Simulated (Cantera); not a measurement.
Feed: 1 mol SiO₂, 1.6 mol CO, 8.1 mol H₂, held at 2023 K and 101000 Pa.

Method: chemical equilibrium by Gibbs-energy minimisation in Cantera with the NASA 1993 tables (ideal gas, pure condensed phases). The tables hold silica as quartz up to 1696 K and as liquid above; real silica turns to tridymite and cristobalite and melts near 1996 K. The numbers say what is thermodynamically allowed, not how fast it happens.

| species | before | after |
|---|---|---|
| H₂ | 0.817 | 0.834 |
| CO | 0.163 | 0.165 |
| H₂O | 0.00891 | 0.000515 |
| SiO | 0.00929 | 0.000441 |
| CH₄ | 4.38e-7 | 0.000101 |
| CO₂ | 0.000381 | 2.98e-5 |
| H | 0.00171 | 0.000134 |
| SiO₂(l), mol | 0.909 | 0 |
| SiO₂(condensed), mol | 0 | 0.996 |
Gas species are given as mole fractions.

Task: Name the change that produced these shifts.
A. temperature from 2023 K to 2098 K
B. temperature from 2023 K to 2273.15 K
C. temperature from 2023 K to 1700 K
D. temperature from 2023 K to 1248 K

Result: C, temperature from 2023 K to 1700 K
